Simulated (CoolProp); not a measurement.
Nitrous oxide at several states: density (kg/m³) from the reference equation and from simpler models built on Tc = 36.4 °C, pc = 7.245 MPa, ω = 0.161; each cubic takes its own stable root.

Model: reference Helmholtz-energy equation of state, Lemmon 2006, in CoolProp. It is a short technical equation, of lower accuracy than the large ones.

| T (°C) | p (MPa) | phase | reference |
|---|---|---|---|
| 118.05 | 2.06 | gas | 29.22 |
| 195.45 | 11.8 | supercritical | 151.5 |
| 3.25 | 10.5 | liquid | 939.3 |

Q: How far does each simpler model (van der Waals, Redlich-Kwong, Soave-Redlich-Kwong, Peng-Robinson) lie from the reference over these 3 states: mean and median of the absolute difference, and the worst?

A: 
- van der Waals: mean 13.1 %, median 5.7 %, worst -33.5 % at 3.25 °C and 10.5 MPa
- Redlich-Kwong: mean 4.6 %, median 2.0 %, worst -11.4 % at 3.25 °C and 10.5 MPa
- Soave-Redlich-Kwong: mean 4.2 %, median 2.7 %, worst -9.5 % at 3.25 °C and 10.5 MPa
- Peng-Robinson: mean 1.0 %, median 0.6 %, worst +1.9 % at 3.25 °C and 10.5 MPa
